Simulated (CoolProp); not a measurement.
A closed Brayton cycle with carbon dioxide: compressor inlet 309.15 K and 7.9 MPa, high pressure 21.3 MPa, turbine inlet 905 K, compressor efficiency 0.8, turbine efficiency 0.85, recuperator effectiveness 0 (on enthalpy, no pinch check). Each further row changes one setting.

The numbers come from the reference Helmholtz-energy equation of state, Span 1996 in CoolProp.

```tsv
case	thermal efficiency (%)	net work (kJ/kg)	compressor to turbine work	compressor exit (K)	turbine exit (K)
as stated	13.6	97.7	0.28	373.0	786.5
turbine inlet 855 K	13.7	89.4	0.30	373.0	740.6
compressor inlet 319.15 K	12.9	84.7	0.38	401.5	786.5
high pressure 18.1 MPa	11.6	84.5	0.26	362.2	805.3
recuperator effectiveness 0.5	20.5	97.7	0.28	373.0	786.5
```
